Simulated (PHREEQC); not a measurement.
Consider water at 41 °C with 0.0033 mol/kgw (NH4)2CO3, 0.0021 mol/kgw NH4HSO4 and 6.5e-05 mol/kgw (CH3)4NF. Closed to the air; pH follows from the charge balance.

All values are PHREEQC results (ion-association model, phreeqc.dat), not measurements.

This is a speciation only: nothing precipitates in the calculation.

Task: Order these N species by the share of N that they hold, largest first: NH3, NH4SO4-, NH4+.

Result: NH4+ (85 %), NH3 (14 %), NH4SO4- (1.4 %)

The pH is 8.05 and the ionic strength 0.00943 mol/kgw. Species that the database lacks are ignored. (CH3)4N+ isn't in the database: it is added as a free cation with an ion size of 4 Å. Away from 25 °C the constants follow the database's enthalpies or fits; those with neither stay at their 25 °C values.
